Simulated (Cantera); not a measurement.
## Premixed flame

A freely propagating, adiabatic, planar premixed flame of CH4 : H2 : O2 : N2 = 1 : 0.17 : 1.9 : 7.13 (molar parts), equivalence ratio 1.1, unburnt at 600 K and 0.326 atm; mixture-averaged transport, grid criteria slope 0.08 and curve 0.16, no radiation.

Model: GRI-Mech 3.0 (53 species, 325 reactions), integrated in Cantera. Burning velocities carry a grid error of a few per cent, more on coarse grids.

| z (mm) | T (K) | u (m/s) | x CH4 | x H2 | x O2 | x N2O | x H2O | x C2H |
|---|---|---|---|---|---|---|---|---|
| -2.44 | 600 | 1.82 | 0.0980 | 0.0171 | 0.186 | <1e-8 | 6.56e-6 | <1e-8 |
| -1.62 | 601 | 1.82 | 0.0978 | 0.0185 | 0.186 | <1e-8 | 0.000135 | <1e-8 |
| -1.22 | 605 | 1.84 | 0.0973 | 0.0204 | 0.185 | <1e-8 | 0.000657 | <1e-8 |
| -0.812 | 644 | 1.97 | 0.0945 | 0.0248 | 0.182 | <1e-8 | 0.00533 | <1e-8 |
| -0.406 | 982 | 3.05 | 0.0719 | 0.0338 | 0.157 | <1e-8 | 0.0417 | <1e-8 |
| -0.203 | 1382 | 4.35 | 0.0411 | 0.0385 | 0.117 | <1e-8 | 0.0855 | 1.07e-8 |
| 0 | 1767 | 5.63 | 0.0114 | 0.0382 | 0.0678 | 1.23e-8 | 0.131 | 4.08e-7 |
| 0.203 | 1942 | 6.21 | 0.00126 | 0.0314 | 0.0361 | 1.98e-8 | 0.157 | 5.02e-7 |
| 0.406 | 1982 | 6.33 | 7.41e-5 | 0.0264 | 0.0232 | 2.46e-8 | 0.165 | 5.66e-8 |
| 0.812 | 2008 | 6.38 | 2.08e-7 | 0.0249 | 0.0168 | 2.61e-8 | 0.165 | <1e-8 |
| 1.62 | 2037 | 6.45 | <1e-8 | 0.0253 | 0.0147 | 2.55e-8 | 0.165 | <1e-8 |
| 3.25 | 2077 | 6.56 | <1e-8 | 0.0246 | 0.0134 | 2.61e-8 | 0.167 | <1e-8 |
| 6.49 | 2134 | 6.71 | <1e-8 | 0.0230 | 0.0117 | 2.81e-8 | 0.171 | <1e-8 |
x: mole fraction of selected species; z is measured from the peak of heat release.

```yaml
laminar_burning_velocity: 182 cm/s
thermal_thickness: 0.812 mm
peak x(C2H): 6.81e-7
grid_points: 157
```
